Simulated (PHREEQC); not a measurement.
Acid mine or pickling water

Model water analysis in mg/L, 25 °C, pH 2.07, pe 11.3:

```
constituent   mg/L
-----------  -----
Na            53.1
K             48.1
Ca             114
Mg            51.3
Cl             101
S(6) as SO4   1320
Br              11
Cu(2)         22.6
Zn            5.82
Si as SiO2   0.318
```

Valence states are taken as typed.

Model: ion-association model, wateq4f.dat, run in PHREEQC.

Precipitation was switched off in this run.

Question: What ionic strength does the model give?

Answer: ionic strength 0.0334 mol/kgw.

Question: In which forms is Cu present?

Answer: Cu+2 69 %, CuSO4 31 % of the Cu.

Species that the database lacks are ignored.
